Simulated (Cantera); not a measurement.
An adiabatic, constant-volume homogeneous reactor starts with CH₄ : H₂ : O₂ : N₂ = 1 : 1.3 : 6.31 : 23.7 (molar parts), at 1648 K and 7.60 bar. Integrator tolerance rtol = 1e-08.

Cantera simulation using GRI-Mech 3.0 (53 species, 325 reactions); the numbers are that mechanism's predictions, not measurements.

What does this change do: pressure from 7.60 bar to 1.01 bar?


```
quantity                                                            before                                    after
---------------------------------  ---------------------------------------  ---------------------------------------
time of steepest temperature rise                                  6.44 µs                                  36.5 µs
temperature at 2.00 s                                               2647 K                                   2580 K
equilibrium temperature                                             2647 K                                   2580 K
x(CH₄) at 2.00 s                     <1e-12 (gas-phase equilibrium <1e-12)    <1e-12 (gas-phase equilibrium <1e-12)
x(H₂) at 2.00 s                    0.00103 (gas-phase equilibrium 0.00103)  0.00204 (gas-phase equilibrium 0.00204)
x(O₂) at 2.00 s                        0.103 (gas-phase equilibrium 0.103)      0.103 (gas-phase equilibrium 0.103)
x(H₂O) at 2.00 s                     0.0974 (gas-phase equilibrium 0.0974)    0.0938 (gas-phase equilibrium 0.0938)
x(NO) at 2.00 s                      0.0199 (gas-phase equilibrium 0.0199)    0.0178 (gas-phase equilibrium 0.0178)
x(C₂H) at 2.00 s                     <1e-12 (gas-phase equilibrium <1e-12)    <1e-12 (gas-phase equilibrium <1e-12)
```

What does this change do: CH4 1 to 0.43 parts?


```csv
quantity,before,after
time of steepest temperature rise,6.44 µs,3.21 µs
temperature at 2.00 s,2647 K,2311 K
equilibrium temperature,2647 K,2311 K
x(CH₄) at 2.00 s,<1e-12 (gas-phase equilibrium <1e-12),<1e-12 (gas-phase equilibrium <1e-12)
x(H₂) at 2.00 s,0.00103 (gas-phase equilibrium 0.00103),0.000121 (gas-phase equilibrium 0.000121)
x(O₂) at 2.00 s,0.103 (gas-phase equilibrium 0.103),0.147 (gas-phase equilibrium 0.147)
x(H₂O) at 2.00 s,0.0974 (gas-phase equilibrium 0.0974),0.0676 (gas-phase equilibrium 0.0676)
x(NO) at 2.00 s,0.0199 (gas-phase equilibrium 0.0199),0.0132 (gas-phase equilibrium 0.0132)
x(C₂H) at 2.00 s,<1e-12 (gas-phase equilibrium <1e-12),<1e-12 (gas-phase equilibrium <1e-12)
```
